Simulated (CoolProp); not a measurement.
The fluoroketone C6F12O (FK-5-1-12) along the isotherm 319 K: fugacity coefficient from the reference equation and from simpler models built on Tc = 441.8 K, pc = 1.869 MPa, ω = 0.471; each cubic takes its own stable root.

Model: reference Helmholtz-energy equation of state, McLinden 2015, in CoolProp.

```json
[
 {"p (MPa)": "0.425", "phase": "liquid", "reference": "0.2064", "van der Waals": "0.8549", "Peng-Robinson": "0.2076"},
 {"p (MPa)": "0.85", "phase": "liquid", "reference": "0.1066", "van der Waals": "0.4626", "Peng-Robinson": "0.1071"},
 {"p (MPa)": "1.27", "phase": "liquid", "reference": "0.07371", "van der Waals": "0.3270", "Peng-Robinson": "0.07399"},
 {"p (MPa)": "1.7", "phase": "liquid", "reference": "0.05692", "van der Waals": "0.2583", "Peng-Robinson": "0.05707"},
 {"p (MPa)": "2.12", "phase": "liquid", "reference": "0.04715", "van der Waals": "0.2185", "Peng-Robinson": "0.04722"},
 {"p (MPa)": "2.55", "phase": "liquid", "reference": "0.04051", "van der Waals": "0.1918", "Peng-Robinson": "0.04052"},
 {"p (MPa)": "2.97", "phase": "liquid", "reference": "0.03592", "van der Waals": "0.1737", "Peng-Robinson": "0.03589"},
 {"p (MPa)": "3.4", "phase": "liquid", "reference": "0.03243", "van der Waals": "0.1601", "Peng-Robinson": "0.03236"},
 {"p (MPa)": "3.82", "phase": "liquid", "reference": "0.02981", "van der Waals": "0.1501", "Peng-Robinson": "0.02970"},
 {"p (MPa)": "4.25", "phase": "liquid", "reference": "0.02768", "van der Waals": "0.1423", "Peng-Robinson": "0.02755"},
 {"p (MPa)": "4.67", "phase": "liquid", "reference": "0.02601", "van der Waals": "0.1363", "Peng-Robinson": "0.02586"}
]
```

At some of these states van der Waals gives the other phase, because its saturation line lies elsewhere.
